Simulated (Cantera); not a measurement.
Charge: 1 mol BF₃, 1.3 mol H₂O, equilibrated at 10000 Pa.

These are equilibrium values from Cantera (NASA tables, ideal gas, pure condensed phases), not measurements of a reactor. Candidate condensed phases: B, B₂O₃, B₃O₃H₃, H₂O; 43 gas species. Gases not in the tables: H₃BO₃. Kinetics and transport are ignored.

Which condensed phases are stable at each of these points (T (K)): 773, 923, 1073, 1223, 1373, 1523, 1673, 1823, 1973, 2123, 2273, 2423?


```tsv
T (K)	condensed phases	B condensed (%)
773	gas only	0.0
923	B₂O₃(l)	1.4
1073	B₂O₃(l)	8.4
1223	B₂O₃(l)	13.7
1373	B₂O₃(l)	9.6
1523	gas only	0.0
1673	gas only	0.0
1823	gas only	0.0
1973	gas only	0.0
2123	gas only	0.0
2273	gas only	0.0
2423	gas only	0.0
```

At 773 K nothing is condensed. From 923 K to 1373 K the condensed part is B₂O₃(l). From 1523 K to 2423 K nothing is condensed.
